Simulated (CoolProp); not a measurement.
Saturation properties of nitrous oxide (Tc = 36.4 °C, pc = 7245 kPa, ω = 0.161).

Values from CoolProp's reference Helmholtz-energy equation of state, Lemmon 2006. It is a short technical equation, of lower accuracy than the large ones.

```
T (°C)  p (kPa)  vapour density (kg/m³)  enthalpy of vaporisation (kJ/kg)  surface tension (mN/m)
------  -------  ----------------------  --------------------------------  ----------------------
-63.55    367.7                   9.936                             344.4                    18.2
-61.15    408.8                   10.98                             341.2                    17.6
-58.65    455.3                   12.16                             337.9                    17.1
-56.15    505.7                   13.43                             334.5                    16.6
-53.75    557.9                   14.75                             331.2                    16.0
-51.25    616.5                   16.23                             327.7                    15.5
-48.75    679.6                   17.82                             324.2                    15.0
-46.25    747.4                   19.53                             320.5                    14.4
-43.85    817.1                   21.28                             316.9                    13.9
-41.35    894.7                   23.25                             313.1                    13.4
-38.85    977.6                   25.35                             309.2                    12.9
-36.45     1062                   27.51                             305.4                    12.4
-33.95     1156                   29.91                             301.3                    11.9
-31.45     1256                   32.48                             297.1                    11.4
```

It boils at -88.5 °C under 1 atm.

Surface tension comes from a separate correlation (Mulero 2012).
